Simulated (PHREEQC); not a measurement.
A made-up water analysis in mg/kgw, 25 °C, pH 3.98, pe 8.4:

```csv
constituent,mg/kgw
Na,120
K,0.00918
Ca,34.4
Mg,13.3
Cl,85.3
S(6) as SO4,330
B,0.432
Li,0.0891
F,0.0165
Zn,0.142
Cu(2),0.904
Al,16.6
```

Na is adjusted to close the charge balance.
Valence states are taken as typed.

Model: ion-association model, wateq4f.dat, run in PHREEQC.

Each row changes one thing in this solution. Precipitation was switched off in this run.

```json
[
 {"case": "as made", "ionic strength (mol/kgw)": "0.0121", "Mg+2 (mol/kgw)": "0.000434", "AlSO4+ (mol/kgw)": "0.000416", "Al+3 (mol/kgw)": "0.000166", "CaSO4 (mol/kgw)": "0.000155", "MgSO4 (mol/kgw)": "0.000113", "SI of Gibbsite (Al(OH)3)": "-0.33", "SI of Gypsum (CaSO4:2H2O)": "-1.53"},
 {"case": "temperature from 25 to 85 °C at the same typed pH", "ionic strength (mol/kgw)": "0.0115", "Mg+2 (mol/kgw)": "…", "AlSO4+ (mol/kgw)": "…", "Al+3 (mol/kgw)": "5.42e-5", "CaSO4 (mol/kgw)": "0.000204", "MgSO4 (mol/kgw)": "0.000250", "SI of Gibbsite (Al(OH)3)": "+1.94", "SI of Gypsum (CaSO4:2H2O)": "-1.42"},
 {"case": "Zn from 0.142 to 0.071 mg/kgw", "ionic strength (mol/kgw)": "0.0121", "Mg+2 (mol/kgw)": "0.000434", "AlSO4+ (mol/kgw)": "0.000416", "Al+3 (mol/kgw)": "0.000166", "CaSO4 (mol/kgw)": "0.000155", "MgSO4 (mol/kgw)": "0.000113", "SI of Gibbsite (Al(OH)3)": "-0.33", "SI of Gypsum (CaSO4:2H2O)": "-1.53"}
]
```

Task: Complete the blanks.

Result: 
- temperature from 25 to 85 °C at the same typed pH, Mg+2 (mol/kgw): 0.000297
- temperature from 25 to 85 °C at the same typed pH, AlSO4+ (mol/kgw): 0.000224

Complexes and solids missing from the database can't appear. Some of these states are supersaturated (in Boehmite (slow to form), Gibbsite (slow to form), for instance). Constants without temperature data keep their 25 °C values here. Real BF4- forms and hydrolyses slowly; the run takes it at equilibrium. Fluoro complexes past AlF4- and FeF3 are missing from the database.
